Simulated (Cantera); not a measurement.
Input: 1 mol Pb, 4.1 mol H₂, 0.69 mol N₂, at 1448 K.

Equilibrium computed with Cantera from the NASA thermochemical tables; the gas is ideal and each condensed phase is pure. Candidate condensed phases: Pb; 11 gas species. Kinetics and transport are ignored.

log p: log10 of the partial pressure in bar; n: condensed amount in mol.

```
P (Pa)   log p H₂  log p Pb  log p N₂  log p H  log p NH₃  n Pb(l)
-------  --------  --------  --------  -------  ---------  -------
10          -4.15     -4.76     -4.92    -7.11        ___        0
42          -3.53     -4.14     -4.30    -6.80        ___        0
180         -2.89     -3.51     -3.67    -6.48        ___        0
750         -2.27     -2.89     -3.05    -6.17        ___        0
3200        -1.64     -2.26     -2.42    -5.86        ___        0
13000       -1.01     -1.84     -1.78    -5.54        ___    0.394
56000       -0.33     -1.84     -1.10    -5.20        ___    0.872
240000       0.31     -1.84     -0.46    -4.88        ___    0.971
1000000      0.93     -1.84      0.16    -4.57        ___    0.993
```

Task: Some entries are withheld; supply them.

Result: 
- 10, log p NH₃: -12.83
- 42, log p NH₃: -11.58
- 180, log p NH₃: -10.31
- 750, log p NH₃: -9.07
- 3200, log p NH₃: -7.81
- 13000, log p NH₃: -6.54
- 56000, log p NH₃: -5.19
- 240000, log p NH₃: -3.90
- 1000000, log p NH₃: -2.66
